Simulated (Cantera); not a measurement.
A closed system holds: 1 mol SiCl4, 4 mol H2, equilibrated at 250 °C and 0.133 bar.

Equilibrium computed with Cantera from the NASA thermochemical tables; the gas is ideal and each condensed phase is pure. Candidate condensed phases: Si; 19 gas species. Kinetics and transport are ignored.

Base state: H2 0.799, SiCl4 0.199, HCl 0.000737, SiHCl3 0.000737 (mole fractions); condensed: gas only.

Question: What changes in the equilibrium state with this change: temperature from 250 °C to 525 °C?

Answer: 
```tsv
species	before	after
H2	0.799	0.788
SiCl4	0.199	0.189
HCl	0.000737	0.0115
SiHCl3	0.000737	0.0114
SiCl3	<1e-9	2.33e-5
SiH2Cl2	1.03e-7	5.53e-5
```
The tables' values for SiCl3 are old estimates; treat these amounts as uncertain.
